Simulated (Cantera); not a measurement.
Charge: 1 mol CH₂F₂, 8.8 mol H₂, at 13300 Pa.

Method: chemical equilibrium by Gibbs-energy minimisation in Cantera with the NASA 1993 tables (ideal gas, pure condensed phases). Candidate condensed phases: C, C₆H₆, C₇H₈, C₈H₁₈; 95 gas species. The numbers say what is thermodynamically allowed, not how fast it happens. All values below are at 2148 K.

Base state: H₂ 0.804, HF 0.184, H 0.0102, C₂H₂ (acetylene) 0.00154, CH₄ 2.54e-5 (mole fractions); condensed: C(graphite).

What changes in the equilibrium state with this change: CH₂F₂ replaced by CH₃F?


```json
[
 {"species": "H₂", "before": "0.804", "after": "0.895"},
 {"species": "HF", "before": "0.184", "after": "0.0921"},
 {"species": "H", "before": "0.0102", "after": "0.0108"},
 {"species": "CH₄", "before": "2.54e-5", "after": "3.15e-5"},
 {"species": "C₂H₂ (acetylene)", "before": "0.00154", "after": "0.00171"},
 {"species": "C(graphite), mol", "before": "0.966", "after": "0.962"}
]
```
